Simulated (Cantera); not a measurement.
Cantera run:

```python
import numpy as np
import cantera as ct

gas_names = """
    Hg N NO NO2 NO3 N2 N2O O O2 O3
""".split()
cond_names = """
    Hg(cr) Hg(L) HgO(s)
""".split()


# ... load() reads the species with a 1 bar reference pressure and builds the phases ...
atoms = {
    'Hg': {'Hg': 1},
    'O2': {'O': 2},
    'N2': {'N': 2},
}
top_T = {}  # K; cautious upper limits of use, not melting points


# ... equilibrate(T, P, feed) seeds the gas with the atoms and calls Mixture.equilibrate('TP', solver="vcs", rtol=1e-11, max_steps=5000) ...
results = []
feed = {'Hg': 1, 'O2': 0.59, 'N2': 1.6}  # mol
T = 725  # K
P = 1000  # Pa
mix = equilibrate(T, P, feed)
results.append((T, P, feed, dict(zip(mix.species_names, mix.species_moles))))
print(gas.report(threshold=1e-05))
for i in range(1, mix.n_phases):
    print(f"{mix.phase(i).name:16s} {mix.phase_moles(i):12.5e} mol")
```

It prints:

```
       temperature   725 K
          pressure   1000 Pa
           density   0.013744 kg/m^3
  mean mol. weight   82.851 kg/kmol
   phase of matter   gas

                          1 kg             1 kmol
                     ---------------   ---------------
          enthalpy        3.7249e+05        3.0861e+07  J
   internal energy        2.9974e+05        2.4833e+07  J
           entropy            3135.4        2.5977e+05  J/K
    Gibbs function       -1.9007e+06       -1.5747e+08  J
 heat capacity c_p            339.79             28152  J/K
 heat capacity c_v            239.43             19837  J/K

                      mass frac. Y      mole frac. X     chem. pot. / RT
                     ---------------   ---------------   ---------------
                Hg           0.75898           0.31348           -17.376
                N2           0.16959           0.50157           -29.401
                O2          0.071431           0.18495           -32.061
     [   +7 minor]        1.4563e-07        3.8823e-07

Hg(L)             0.00000e+00 mol
HgO(s)            0.00000e+00 mol
```

These are equilibrium values from Cantera (NASA tables, ideal gas, pure condensed phases), not measurements of a reactor.
